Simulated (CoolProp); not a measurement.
n-pentane at 293.15 K and 0.395 MPa is throttled through a valve to 0.0613 MPa with no heat exchange. Each further row changes one setting.

Values from CoolProp's reference Helmholtz-energy equation of state, Thol 2019.

```csv
case,temperature change (K),final phase,final density (kg/m³)
as stated,+0.1,liquid,626
outlet pressure 0.0184 MPa,-26.1,"two-phase, vapour fraction 0.151",3.99
outlet pressure 0.0797 MPa,+0.1,liquid,626
```
